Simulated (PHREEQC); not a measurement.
**Silver or lead bath: an equilibrium model**

Solution (25 °C): 0.00095 mol/kgw PbCl2, 4.4e-05 mol/kgw HBF4 and 0.19 mol/kgw Zn(NO3)2. Closed to the air; pH follows from the charge balance.

Equilibrium calculation in PHREEQC: ion-association model, wateq4f.dat.

Each row changes one thing in this solution. This is a speciation only: nothing precipitates in the calculation.

```
case                                            pH  ionic strength (mol/kgw)  Cl- (mol/kgw)  ZnCl+ (mol/kgw)  F- (mol/kgw)  ZnF+ (mol/kgw)  SI of Zincite(c) (ZnO)
--------------------------------------------  ----  ------------------------  -------------  ---------------  ------------  --------------  ----------------------
as made                                       3.90                     0.571        0.00169         0.000205      0.000107         5.80e-5                   -4.69
PbCl2 from 0.00095 to 0.00019 mol/kgw         3.90                     0.570       0.000338          4.12e-5      0.000107         5.81e-5                     [?]
temperature from 25 to 85 °C                  3.90                     0.570       0.000977         0.000910       8.09e-5         6.89e-5                   -2.07
temperature from 25 to 90 °C                  3.89                     0.570       0.000914         0.000972       7.87e-5         6.87e-5                   -1.91
0.056 mol/kgw CdBr2 added                     3.90                     0.644        0.00134         0.000157      0.000107         5.45e-5                   -4.70
HBF4 from 4.4e-05 to 2.2e-05 mol/kgw          4.18                     0.571        0.00169         0.000205       5.51e-5         2.99e-5                   -4.12
PbCl2 replaced by MgCl2 at the same molality  3.90                       [?]        0.00169         0.000206      0.000106         5.74e-5                   -4.69
```

Task: Some entries are withheld; supply them.

Result: 
- PbCl2 from 0.00095 to 0.00019 mol/kgw, SI of Zincite(c) (ZnO): -4.68
- PbCl2 replaced by MgCl2 at the same molality, ionic strength (mol/kgw): 0.573

Complexes and solids missing from the database can't appear. At this temperature some constants are extrapolated from 25 °C, and those without enthalpy data are left unchanged. Real BF4- forms and hydrolyses slowly; the run takes it at equilibrium.
